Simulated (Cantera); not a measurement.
Charge: 1 mol SiCl4, 16 mol N2O, equilibrated at 0.133 bar.

Equilibrium computed with Cantera from the NASA thermochemical tables; the gas is ideal and each condensed phase is pure. Candidate condensed phases: Si, SiO2, Si2N2O, Si3N4; 23 gas species. The tables hold silica as quartz up to 1696 K and as liquid above; real silica turns to tridymite and cristobalite and melts near 1996 K. Rates play no part.

### Question
Which condensed phases are stable at each of these points (T (K)): 725, 875, 1025, 1175, 1325, 1475, 1625, 1775?

### Answer
```csv
T (K),condensed phases,Si condensed (%)
725,SiO2(α-quartz),100.0
875,SiO2(β-quartz),100.0
1025,SiO2(β-quartz),100.0
1175,SiO2(β-quartz),100.0
1325,SiO2(β-quartz),100.0
1475,SiO2(β-quartz),100.0
1625,SiO2(β-quartz),100.0
1775,SiO2(condensed),100.0
```

At 725 K the condensed part is SiO2(α-quartz). From 875 K to 1625 K the condensed part is SiO2(β-quartz). At 1775 K the condensed part is SiO2(condensed).
